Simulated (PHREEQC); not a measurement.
2.3 g of hydrous ferric oxide (600 m²/g; 0.2 weak and 0.005 strong sites per Fe, Dzombak-Morel constants, diffuse double layer) in 1 kg of water with 0.01 mol/kgw of an inert sodium salt and 8.6e-06 mol PbCl2 and 7.4e-05 mol NiCl2, at 25 °C; the pH is set by adding NaOH or the inert anion's acid. Oxygen alone is held at its pressure in air (log pO2 = -0.68). CO2 from the air is kept out. Nothing may precipitate in this run.

Base run: PHREEQC, ion-association model, wateq4f.dat. Each further column changes one thing. The table gives Ni sorbed (%).

```json
[
 {"pH": "3", "base": "0.0", "no electrostatic term (-no_edl)": "0.0", "background salt from 0.01 to 0.001 mol/kgw": "0.0", "oxide from 2.3 to 12 g/kgw": "0.0", "0.0018 mol/kgw BaCl2 added": "0.0"},
 {"pH": "3.5", "base": "0.0", "no electrostatic term (-no_edl)": "0.0", "background salt from 0.01 to 0.001 mol/kgw": "0.0", "oxide from 2.3 to 12 g/kgw": "0.0", "0.0018 mol/kgw BaCl2 added": "0.0"},
 {"pH": "4.5", "base": "0.5", "no electrostatic term (-no_edl)": "1.0", "background salt from 0.01 to 0.001 mol/kgw": "…", "oxide from 2.3 to 12 g/kgw": "…", "0.0018 mol/kgw BaCl2 added": "0.5"},
 {"pH": "5", "base": "3.2", "no electrostatic term (-no_edl)": "8.4", "background salt from 0.01 to 0.001 mol/kgw": "…", "oxide from 2.3 to 12 g/kgw": "15.8", "0.0018 mol/kgw BaCl2 added": "…"},
 {"pH": "6", "base": "57.5", "no electrostatic term (-no_edl)": "83.8", "background salt from 0.01 to 0.001 mol/kgw": "56.5", "oxide from 2.3 to 12 g/kgw": "90.9", "0.0018 mol/kgw BaCl2 added": "56.5"},
 {"pH": "6.5", "base": "89.4", "no electrostatic term (-no_edl)": "…", "background salt from 0.01 to 0.001 mol/kgw": "89.8", "oxide from 2.3 to 12 g/kgw": "98.8", "0.0018 mol/kgw BaCl2 added": "87.0"},
 {"pH": "7.5", "base": "99.8", "no electrostatic term (-no_edl)": "99.9", "background salt from 0.01 to 0.001 mol/kgw": "99.9", "oxide from 2.3 to 12 g/kgw": "100.0", "0.0018 mol/kgw BaCl2 added": "…"},
 {"pH": "8", "base": "100.0", "no electrostatic term (-no_edl)": "100.0", "background salt from 0.01 to 0.001 mol/kgw": "100.0", "oxide from 2.3 to 12 g/kgw": "100.0", "0.0018 mol/kgw BaCl2 added": "99.8"},
 {"pH": "9", "base": "100.0", "no electrostatic term (-no_edl)": "100.0", "background salt from 0.01 to 0.001 mol/kgw": "100.0", "oxide from 2.3 to 12 g/kgw": "100.0", "0.0018 mol/kgw BaCl2 added": "100.0"},
 {"pH": "9.5", "base": "100.0", "no electrostatic term (-no_edl)": "100.0", "background salt from 0.01 to 0.001 mol/kgw": "100.0", "oxide from 2.3 to 12 g/kgw": "100.0", "0.0018 mol/kgw BaCl2 added": "100.0"},
 {"pH": "10.5", "base": "100.0", "no electrostatic term (-no_edl)": "99.9", "background salt from 0.01 to 0.001 mol/kgw": "100.0", "oxide from 2.3 to 12 g/kgw": "100.0", "0.0018 mol/kgw BaCl2 added": "100.0"},
 {"pH": "11", "base": "100.0", "no electrostatic term (-no_edl)": "…", "background salt from 0.01 to 0.001 mol/kgw": "100.0", "oxide from 2.3 to 12 g/kgw": "100.0", "0.0018 mol/kgw BaCl2 added": "100.0"}
]
```

**Question.** Complete the blanks.

**Answer.** 
- 4.5, background salt from 0.01 to 0.001 mol/kgw: 0.4
- 4.5, oxide from 2.3 to 12 g/kgw: 2.5
- 5, background salt from 0.01 to 0.001 mol/kgw: 2.7
- 5, 0.0018 mol/kgw BaCl2 added: 3.3
- 6.5, no electrostatic term (-no_edl): 97.7
- 7.5, 0.0018 mol/kgw BaCl2 added: 99.1
- 11, no electrostatic term (-no_edl): 98.3

The oxide is taken as insoluble; below pH 4 it would dissolve. In at least one series the solution becomes supersaturated in solids that the run did not let form, among them Ni(OH)2.
